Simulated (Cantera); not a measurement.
## Diamond growth

A diamond (100) surface in a fixed gas of H2 with x(CH4) = 0.0025, x(H) = 0.032, x(CH3) = 0.00029, at 900 K; coverages are run to steady state.

Detailed kinetics in Cantera: the Harris–Goodwin 1993 mechanism for the reconstructed diamond (100) surface.

```csv
P (Pa),growth (µm/h),θ c6HH,θ c6H*,θ c6*H,θ c6**,θ c6HM
640,0.577,0.685,0.0104,0.290,0.00436,0.00758
1100,0.993,0.685,0.0104,0.290,0.00436,0.00759
2000,1.81,0.685,0.0105,0.290,0.00437,0.00760
3400,3.07,0.685,0.0106,0.290,0.00438,0.00760
6000,5.43,0.685,0.0107,0.290,0.00439,0.00760
10000,9.06,0.685,0.0110,0.290,0.00441,0.00761
18000,16.3,0.685,0.0114,0.289,0.00446,0.00762
32000,29.2,0.685,0.0122,0.288,0.00454,0.00765
```
θ: site fractions in the mechanism's names (c6HH fully hydrogenated, c6H* and c6*H radical sites, c6** diradical, c6HM methylated).
